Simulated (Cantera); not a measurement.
A perfectly stirred reactor is fed with H2 : O2 = 0.0096 : 1 (molar parts), at 0.00370 bar; it is held at 1048 K, and followed from long to short residence time.

Detailed kinetics in Cantera: GRI-Mech 3.0 (53 species, 325 reactions). Radical loss at walls, strong at low pressure, is not modelled.

x: mole fraction; the columns are a selection and need not sum to one.

| τ (s) | x H2 | x O2 | x O | x OH | x H |
|---|---|---|---|---|---|
| 1.5 | 0.000122 | 0.987 | 0.00359 | 0.000369 | … |
| 0.85 | 0.000175 | 0.986 | 0.00436 | 0.000435 | … |
| 0.47 | 0.000261 | 0.985 | 0.00506 | 0.000514 | … |
| 0.26 | 0.000399 | 0.984 | 0.00556 | 0.000608 | … |
| 0.14 | 0.000636 | 0.984 | 0.00581 | 0.000724 | … |
| 0.080 | 0.000981 | 0.984 | 0.00575 | 0.000842 | … |
| 0.044 | 0.00156 | 0.984 | 0.00539 | 0.000969 | 0.000963 |
| 0.025 | 0.00242 | 0.985 | 0.00476 | 0.00106 | 0.000964 |
| 0.014 | 0.00374 | 0.986 | 0.00380 | 0.00108 | … |
| 0.0076 | 0.00575 | 0.987 | 0.00244 | 0.000915 | … |

### Question
Some entries are withheld; supply them.

### Answer

- 1.5, x H: 0.000232
- 0.85, x H: 0.000333
- 0.47, x H: 0.000459
- 0.26, x H: 0.000600
- 0.14, x H: 0.000753
- 0.080, x H: 0.000876
- 0.014, x H: 0.000836
- 0.0076, x H: 0.000532
